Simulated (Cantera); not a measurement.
**Premixed flame**

A freely propagating, adiabatic, planar premixed flame of CH4 : O2 : N2 = 1 : 2.41 : 9.06 (molar parts), equivalence ratio 0.83, unburnt at 650 K and 0.523 atm; unity-Lewis-number transport, grid criteria slope 0.08 and curve 0.16, no radiation.

Detailed kinetics in Cantera: GRI-Mech 3.0 (53 species, 325 reactions). Unity Lewis numbers drop preferential diffusion, which matters most where H2 and H carry the flame. Burning velocities carry a grid error of a few per cent, more on coarse grids.

| z (mm) | T (K) | u (m/s) | x CH4 | x O2 | x CH3 | x OH | x C2H6 | x C2H |
|---|---|---|---|---|---|---|---|---|
| -1.90 | 650 | 1.20 | 0.0802 | 0.193 | 7.28e-8 | <1e-8 | 7.33e-7 | <1e-8 |
| -1.27 | 654 | 1.21 | 0.0799 | 0.193 | 6.79e-7 | <1e-8 | 6.67e-6 | <1e-8 |
| -0.951 | 666 | 1.23 | 0.0791 | 0.192 | 3.13e-6 | 1.39e-8 | 2.83e-5 | <1e-8 |
| -0.634 | 719 | 1.33 | 0.0755 | 0.186 | 1.77e-5 | 2.13e-7 | 0.000118 | <1e-8 |
| -0.317 | 1003 | 1.87 | 0.0553 | 0.157 | 0.000322 | 1.37e-5 | 0.000511 | <1e-8 |
| -0.158 | 1340 | 2.52 | 0.0303 | 0.119 | 0.00146 | 0.000320 | 0.000484 | <1e-8 |
| 0 | 1698 | 3.24 | 0.00598 | 0.0748 | 0.00125 | 0.00366 | 4.01e-5 | 6.11e-8 |
| 0.158 | 1828 | 3.50 | 0.000286 | 0.0535 | 8.17e-5 | 0.00863 | 1.17e-7 | 2.06e-8 |
| 0.317 | 1868 | 3.57 | 8.62e-6 | 0.0479 | 2.60e-6 | 0.0102 | <1e-8 | <1e-8 |
| 0.634 | 1922 | 3.66 | 1.80e-8 | 0.0444 | <1e-8 | 0.0108 | <1e-8 | <1e-8 |
| 1.27 | 1994 | 3.77 | <1e-8 | 0.0419 | <1e-8 | 0.0108 | <1e-8 | <1e-8 |
| 2.54 | 2075 | 3.90 | <1e-8 | 0.0396 | <1e-8 | 0.0100 | <1e-8 | <1e-8 |
| 5.07 | 2152 | 4.02 | <1e-8 | 0.0374 | <1e-8 | 0.00866 | <1e-8 | <1e-8 |
x: mole fraction of selected species; z is measured from the peak of heat release.

```
Item                         Value
------------------------  --------
laminar burning velocity  120 cm/s
thermal thickness         0.634 mm
peak x(CH3)                0.00190
peak x(OH)                  0.0109
peak x(C2H6)              0.000587
peak x(C2H)                7.25e-8
```
